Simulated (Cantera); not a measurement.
# Low-pressure radical oxidation in H2/O2

A perfectly stirred reactor is fed with 3.26 % H2, 96.0 % O2, 0.739 % H2O, equivalence ratio 0.017, at 20.0 Torr; it is held at 950 K, and followed from long to short residence time.

Cantera simulation using the H2/O2 subset of GRI-Mech 3.0, which has no nitrogen chemistry; the numbers are that mechanism's predictions, not measurements. Radical loss at walls, strong at low pressure, is not modelled.

```tsv
τ (s)	x H2	x O2	x H2O2	x OH	x HO2	x H	x H2O
6.5	0.000160	0.959	9.28e-8	7.21e-5	1.89e-6	3.53e-6	0.0405
2.2	0.000299	0.959	1.23e-7	0.000109	2.96e-6	1.03e-5	0.0403
0.74	0.000547	0.959	1.66e-7	0.000170	4.50e-6	3.04e-5	0.0400
0.25	0.000986	0.958	2.22e-7	0.000268	6.56e-6	8.76e-5	0.0395
0.084	0.00177	0.958	2.95e-7	0.000430	9.06e-6	0.000248	0.0385
0.029	0.00311	0.957	3.78e-7	0.000674	1.16e-5	0.000655	0.0368
0.0096	0.00560	0.955	4.62e-7	0.00103	1.37e-5	0.00161	0.0335
0.0033	0.00996	0.953	5.16e-7	0.00140	1.47e-5	0.00303	0.0281
0.0011	0.0181	0.953	4.73e-7	0.00146	1.41e-5	0.00335	0.0196
```
x: mole fraction; the columns are a selection and need not sum to one.
